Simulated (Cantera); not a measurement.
## Stirred combustor or abatement burner

A perfectly stirred reactor is fed with CH3OH : O2 : N2 : CO2 = 1 : 2.14 : 8.06 : 0.43 (molar parts), equivalence ratio 0.70, at 1.78 atm; it is adiabatic with a 800 K inlet, and is followed from long to short residence time, starting on the burning branch (τ in s: 0.21, 0.087, 0.036, 0.015, 0.0062, 0.0026, 0.0011, 0.00045, 0.00019, 7.7e-05, 3.2e-05, 1.3e-05).

Model: GRI-Mech 3.0 (53 species, 325 reactions), integrated in Cantera. GRI-Mech 3.0 was tuned for natural gas; its chemistry of methanol as a main component is partial and can be far from experiment.

```
τ (s)    T (K)   x CH3OH    x O2   x CO2    x C2H2      x NO    x CH2O
-------  -----  --------  ------  ------  --------  --------  --------
0.21      2170   2.90e-7  0.0517   0.116    <1e-12   0.00236   2.88e-7
0.087     2170   6.71e-7  0.0522   0.115    <1e-12   0.00132   6.69e-7
0.036     2167   1.51e-6  0.0527   0.115  1.65e-12  0.000678   1.51e-6
0.015     2159   3.20e-6  0.0531   0.114  4.57e-12  0.000355   3.22e-6
0.0062    2143   6.37e-6  0.0537   0.113  9.01e-12  0.000195   6.47e-6
0.0026    2116   1.19e-5  0.0546   0.110  1.56e-11  0.000111   1.22e-5
0.0011    2077   2.18e-5  0.0561   0.107  3.46e-11   6.12e-5   2.24e-5
0.00045   2024   4.19e-5  0.0582   0.102  1.21e-10   3.25e-5   4.25e-5
0.00019   1962   8.40e-5  0.0610  0.0959  5.48e-10   1.79e-5   8.28e-5
7.7e-5    1884  0.000202  0.0659  0.0870   3.30e-9   8.63e-6  0.000190
3.2e-5     800    0.0860   0.184  0.0370    <1e-12    <1e-12    <1e-12
1.3e-5     800    0.0860   0.184  0.0370    <1e-12    <1e-12    <1e-12
```
x: mole fraction; the columns are a selection and need not sum to one.
